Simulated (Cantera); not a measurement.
Cantera with NASA thermochemical tables; ideal gases at 1 bar, condensed phases pure. Values are per mole of reaction as written; species without (g) are pure solids or liquids, kept so even where they would boil at 1 bar.

3 Cl(g) + BF₃(g) ⇌ BCl₃(g) + 3 F(g)

```json
[
 {"T (K)": "300", "ΔH° (kJ)": "607.0", "ΔS° (J/K)": "16.6", "ΔG° (kJ)": "602.0", "log10 K": "-104.82"},
 {"T (K)": "2175", "ΔH° (kJ)": "611.0", "ΔS° (J/K)": "25.1", "ΔG° (kJ)": "556.4", "log10 K": "-13.36"},
 {"T (K)": "2225", "ΔH° (kJ)": "611.0", "ΔS° (J/K)": "25.1", "ΔG° (kJ)": "555.1", "log10 K": "-13.03"},
 {"T (K)": "2275", "ΔH° (kJ)": "611.0", "ΔS° (J/K)": "25.1", "ΔG° (kJ)": "553.9", "log10 K": "-12.72"},
 {"T (K)": "2325", "ΔH° (kJ)": "___", "ΔS° (J/K)": "___", "ΔG° (kJ)": "___", "log10 K": "___"},
 {"T (K)": "2375", "ΔH° (kJ)": "611.0", "ΔS° (J/K)": "25.1", "ΔG° (kJ)": "551.4", "log10 K": "-12.13"},
 {"T (K)": "2425", "ΔH° (kJ)": "611.0", "ΔS° (J/K)": "25.1", "ΔG° (kJ)": "550.1", "log10 K": "-11.85"},
 {"T (K)": "2475", "ΔH° (kJ)": "___", "ΔS° (J/K)": "___", "ΔG° (kJ)": "___", "log10 K": "___"},
 {"T (K)": "2525", "ΔH° (kJ)": "611.0", "ΔS° (J/K)": "25.1", "ΔG° (kJ)": "547.6", "log10 K": "-11.33"},
 {"T (K)": "2575", "ΔH° (kJ)": "611.0", "ΔS° (J/K)": "25.1", "ΔG° (kJ)": "546.4", "log10 K": "-11.08"}
]
```

**Question.** Fill in the missing entries.

**Answer.** 
- 2325, ΔH° (kJ): 611.0
- 2325, ΔS° (J/K): 25.1
- 2325, ΔG° (kJ): 552.6
- 2325, log10 K: -12.42
- 2475, ΔH° (kJ): 611.0
- 2475, ΔS° (J/K): 25.1
- 2475, ΔG° (kJ): 548.9
- 2475, log10 K: -11.58
